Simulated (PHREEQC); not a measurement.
A solution holds 0.033 mol/kgw CuCl2 and 0.0015 mol/kgw FeCl3, at 20 °C. Closed to the air; pH follows from the charge balance.

Model: ion-association model, phreeqc.dat, run in PHREEQC.

No solid was allowed to form.

Order these Fe species by the share of Fe that they hold, largest first: FeOH+2, FeCl+2, Fe2(OH)2+4, Fe+3, Fe(OH)2+.

FeOH+2 (44 %), Fe+3 (18 %), Fe2(OH)2+4 (14 %), FeCl+2 (12 %), Fe(OH)2+ (6.1 %)

The pH is 3.03 and the ionic strength 0.102 mol/kgw. Examples of supersaturated solids here: Hematite (slow to form), Goethite (slow to form). Others may be too.
